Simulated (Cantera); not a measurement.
# Pyrogenic steam for wet oxidation

A perfectly stirred reactor is fed with 22.4 % H₂, 14.9 % O₂, 62.7 % N₂, equivalence ratio 0.75, at 750 Torr; it is held at 1250 K, and followed from long to short residence time.

Model: the H2/O2 subset of GRI-Mech 3.0, which has no nitrogen chemistry, integrated in Cantera. The temperature is held fixed by assumption; the heat of reaction is taken as removed at once.

| τ (s) | x H₂ | x O₂ | x H₂O | x H₂O₂ | x H |
|---|---|---|---|---|---|
| 0.77 | 0.000174 | 0.0421 | 0.252 | 4.24e-7 | 2.70e-6 |
| 0.24 | 0.000377 | 0.0421 | 0.252 | 7.82e-7 | 8.59e-6 |
| 0.072 | 0.000818 | 0.0423 | 0.251 | 1.41e-6 | 2.83e-5 |
| 0.022 | 0.00170 | 0.0427 | 0.250 | 2.35e-6 | 9.12e-5 |
| 0.0068 | 0.00342 | 0.0434 | 0.248 | 3.55e-6 | 0.000287 |
| 0.0021 | 0.00670 | 0.0448 | 0.243 | 4.92e-6 | 0.000880 |
| 0.00063 | 0.0131 | 0.0478 | 0.235 | 6.28e-6 | 0.00264 |
x: mole fraction; the columns are a selection and need not sum to one.
